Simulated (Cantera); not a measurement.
## Aluminium nitride and oxide growth: Al(CH3)3 + N2 + H2

Charge: 1 mol Al(CH3)3, 19 mol N2, 1.9 mol H2, held at 8.30 mbar.

Method: chemical equilibrium by Gibbs-energy minimisation in Cantera with the NASA 1993 tables (ideal gas, pure condensed phases). Candidate condensed phases: Al, AlN, C, C6H6, C7H8, C8H18; 97 gas species. The feed counts by its element totals alone. Rates play no part.

```
T (°C)  log p N2  log p H2  log p Al  log p H  n AlN(s)  n C(graphite)
------  --------  --------  --------  -------  --------  -------------
500        -2.21     -2.67      <-14   -13.38      1.00           2.97
600        -2.21     -2.67      <-14   -11.67      1.00           2.99
700        -2.21     -2.67      <-14   -10.30      1.00           3.00
800        -2.21     -2.67      <-14    -9.19      1.00           3.00
900        -2.21     -2.67      <-14    -8.26      1.00           3.00
1000       -2.21     -2.67    -13.07    -7.48      1.00           3.00
1100       -2.21     -2.67    -11.16    -6.81      1.00           3.00
1200       -2.21     -2.67     -9.51    -6.23     1.000           2.99
1300       -2.21     -2.67     -8.07    -5.73     1.000           2.98
1400       -2.21     -2.67     -6.81    -5.28     1.000           2.96
1500       -2.21     -2.67     -5.70    -4.88     0.994           2.94
1600       -2.21     -2.68     -4.70    -4.53     0.939           2.90
1700       -2.22     -2.70     -3.80    -4.22     0.506           2.84
1800       -2.23     -2.72     -3.51    -3.94         0           2.76
```
log p: log10 of the partial pressure in bar; n: condensed amount in mol.

From 500 °C to 1700 °C the condensed part is AlN(s) + C(graphite). At 1800 °C the condensed part is C(graphite).
